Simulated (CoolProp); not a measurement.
Vapour pressure (kPa) of R1234ze(Z): the reference equation beside estimates from Tc = 423.3 K, pc = 3531 kPa, ω = 0.327. Clausius-Clapeyron is anchored at 307.1 K with a constant enthalpy of vaporisation of 22.88 kJ/mol.

Values from CoolProp's reference Helmholtz-energy equation of state, Akasaka 2019.

```json
[
 {"T (K)": "299.2", "reference": "184.0", "Clausius-Clapeyron": "189.0", "Soave-Redlich-Kwong": "184.2", "Peng-Robinson": "183.6"},
 {"T (K)": "303.2", "reference": "210.6", "Clausius-Clapeyron": "213.3", "Soave-Redlich-Kwong": "211.2", "Peng-Robinson": "210.2"},
 {"T (K)": "307.1", "reference": "239.4", "Clausius-Clapeyron": "239.4", "Soave-Redlich-Kwong": "240.5", "Peng-Robinson": "239.0"},
 {"T (K)": "311.1", "reference": "271.9", "Clausius-Clapeyron": "268.6", "Soave-Redlich-Kwong": "273.7", "Peng-Robinson": "271.6"},
 {"T (K)": "315", "reference": "306.9", "Clausius-Clapeyron": "299.7", "Soave-Redlich-Kwong": "309.3", "Peng-Robinson": "306.7"},
 {"T (K)": "319", "reference": "346.2", "Clausius-Clapeyron": "334.4", "Soave-Redlich-Kwong": "349.4", "Peng-Robinson": "346.1"},
 {"T (K)": "322.9", "reference": "388.1", "Clausius-Clapeyron": "371.1", "Soave-Redlich-Kwong": "392.3", "Peng-Robinson": "388.2"},
 {"T (K)": "326.9", "reference": "435.1", "Clausius-Clapeyron": "411.9", "Soave-Redlich-Kwong": "440.3", "Peng-Robinson": "435.4"},
 {"T (K)": "330.8", "reference": "484.9", "Clausius-Clapeyron": "454.8", "Soave-Redlich-Kwong": "491.2", "Peng-Robinson": "485.5"},
 {"T (K)": "334.8", "reference": "540.4", "Clausius-Clapeyron": "502.4", "Soave-Redlich-Kwong": "548.0", "Peng-Robinson": "541.3"},
 {"T (K)": "338.7", "reference": "599.0", "Clausius-Clapeyron": "552.2", "Soave-Redlich-Kwong": "608.1", "Peng-Robinson": "600.3"},
 {"T (K)": "342.7", "reference": "664.0", "Clausius-Clapeyron": "607.1", "Soave-Redlich-Kwong": "674.6", "Peng-Robinson": "665.8"}
]
```

Absolute difference from the reference over all 12 rows, mean and median: Clausius-Clapeyron 4.2 and 3.9 %, Soave-Redlich-Kwong 0.9 and 1.0 %, Peng-Robinson 0.1 and 0.1 %.
